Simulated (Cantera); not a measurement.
Feed: 1 mol SiC, 0.022 mol CO₂, 62 mol H₂, equilibrated at 1125 K and 13300 Pa.

Cantera equilibrium calculation (NASA polynomials, part measured and part estimated; ideal gas, pure solids and liquids). Candidate condensed phases: C, C₆H₆, C₇H₈, C₈H₁₈, H₂O, Si, SiC, SiO₂; 123 gas species. Mutual solubility and eutectic melting of coexisting phases are not modelled. Rates play no part.

Base state: H₂ 0.999, CH₄ 0.000704 (mole fractions); condensed: SiC(s) + SiO₂(β-quartz).

Problem. What changes in the equilibrium state with this change: CO₂ from 0.022 to 3.6 mol?

Solution. 
| species | before | after |
|---|---|---|
| H₂ | 0.999 | 0.922 |
| CO | 4.24e-6 | 0.0683 |
| H₂O | 1.98e-7 | 0.00864 |
| CO₂ | <1e-9 | 0.000582 |
| CH₄ | 0.000704 | 0.000205 |
| SiC(s), mol | 0.978 | 0 |
| SiO₂(β-quartz), mol | 0.0219 | 1.00 |

Problem. What changes in the equilibrium state with this change: CO₂ from 0.022 to 0.26 mol?

Solution. 
| species | before | after |
|---|---|---|
| H₂ | 0.999 | 0.996 |
| CH₄ | 0.000704 | 0.00382 |
| CO | 4.24e-6 | 5.41e-5 |
| SiC(s), mol | 0.978 | 0.742 |
| SiO₂(β-quartz), mol | 0.0219 | 0.258 |
| C(graphite), mol | 0 | 0.279 |
